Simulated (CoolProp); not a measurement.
Vapour-liquid equilibrium of CH2F2 (R32) (1) + R134a (2) at 223.7 K; x and y are mole fractions of (1).

Computed with CoolProp (multi-fluid Helmholtz-energy mixture model, Tillner-Roth 1997 and Tillner-Roth 1994; pair parameters Lemmon 2004).

```
x     bubble pressure, mixture model (MPa)  bubble pressure, Raoult's law (MPa)  y, mixture model  y, Raoult's law
----  ------------------------------------  -----------------------------------  ----------------  ---------------
0.05                               0.03487                              0.03455             0.169            0.164
0.2                                0.04785                              0.04697             0.484            0.482
0.35                               0.06034                              0.05939             0.662            0.667
0.5                                0.07254                              0.07181             0.780            0.788
0.65                               0.08463                              0.08423             0.865            0.874
0.8                                0.09678                              0.09665             0.931            0.937
0.95                                0.1091                               0.1091             0.984            0.986
```

The largest gap from Raoult's law is +1.9 % in bubble pressure, at x = 0.2. No azeotrope shows between x = 0.05 and 0.95.

Pair parameters are fitted to limited data, so mixtures are less certain than the pure fluids.
